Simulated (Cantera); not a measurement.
A Cantera script and its output.

```python
import numpy as np
import cantera as ct

surf = ct.Interface("diamond.yaml", "diamond_100")
gas, bulk = surf.adjacent["gas"], surf.adjacent["diamond"]
k = surf.kinetics_species_index(bulk.species_names[0])
cover = ["c6HH", "c6H*", "c6*H", "c6**", "c6HM", "c6B"]

rows, drift = [], 0.0
print(f"{'xH':>10s}{'um/h':>11s}" + "".join(f"{s:>11s}" for s in cover))
for v in [0.0001, 0.00021, 0.00043, 0.00091, 0.0019, 0.0039, 0.0082, 0.017, 0.036]:
    T, P, xH, xCH3 = 1175, 1900, v, 3.2e-05
    gas.TPX = T, P, {"H": xH, "CH3": xCH3, "CH4": 0.022, "H2": 1 - xH - xCH3 - 0.022}
    surf.TP = bulk.TP = T, P
    surf.coverages = "c6H*:0.1, c6HH:0.9"
    surf.advance_coverages(100.0)
    before = surf.coverages
    surf.advance_coverages(100.0)
    drift = max(drift, np.max(np.abs(surf.coverages - before) / (surf.coverages + 1e-9)))
    rate = surf.net_production_rates[k] * bulk.mean_molecular_weight / bulk.density * 3.6e9
    rows.append([rate, *surf[cover].coverages])
    print(f"{v:10.4g}{rate:11.4e}" + "".join(f"{x:11.3e}" for x in rows[-1][1:]))
```

Result:

```
        xH       um/h       c6HH       c6H*       c6*H       c6**       c6HM        c6B
    0.0001 7.8983e-03  6.093e-01  2.658e-02  3.577e-01  5.386e-03  2.142e-04  2.143e-11
   0.00021 1.7048e-02  5.422e-01  3.088e-02  4.157e-01  1.020e-02  2.717e-04  4.626e-11
   0.00043 3.0034e-02  5.017e-01  3.332e-02  4.484e-01  1.558e-02  3.182e-04  8.150e-11
   0.00091 4.8908e-02  4.779e-01  3.463e-02  4.661e-01  2.050e-02  3.495e-04  1.327e-10
    0.0019 7.7001e-02  4.658e-01  3.526e-02  4.744e-01  2.381e-02  3.579e-04  2.089e-10
    0.0039 1.2164e-01  4.598e-01  3.556e-02  4.783e-01  2.573e-02  3.418e-04  3.301e-10
    0.0082 1.9444e-01  4.567e-01  3.572e-02  4.802e-01  2.679e-02  2.983e-04  5.276e-10
     0.017 2.9188e-01  4.553e-01  3.583e-02  4.811e-01  2.733e-02  2.328e-04  7.920e-10
     0.036 4.0073e-01  4.546e-01  3.594e-02  4.816e-01  2.762e-02  1.570e-04  1.087e-09
```

Detailed kinetics in Cantera: the Harris–Goodwin 1993 mechanism for the reconstructed diamond (100) surface.
